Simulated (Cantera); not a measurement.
A freely propagating, adiabatic, planar premixed flame of CH₄ : O₂ : N₂ = 1 : 2 : 7.52 (molar parts), unburnt at 500 K and 1.50 bar; mixture-averaged transport, grid criteria slope 0.08 and curve 0.16, no radiation.

Cantera simulation using GRI-Mech 3.0 (53 species, 325 reactions); the numbers are that mechanism's predictions, not measurements. Burning velocities carry a grid error of a few per cent, more on coarse grids.

Predict: laminar burning velocity; thermal thickness; peak x(HO₂); peak x(CH₃); peak x(O); peak x(CO).


```
Quantity                      Value
------------------------  ---------
laminar burning velocity  81.1 cm/s
thermal thickness          0.263 mm
peak x(HO₂)                0.000188
peak x(CH₃)                 0.00251
peak x(O)                   0.00355
peak x(CO)                   0.0493
```
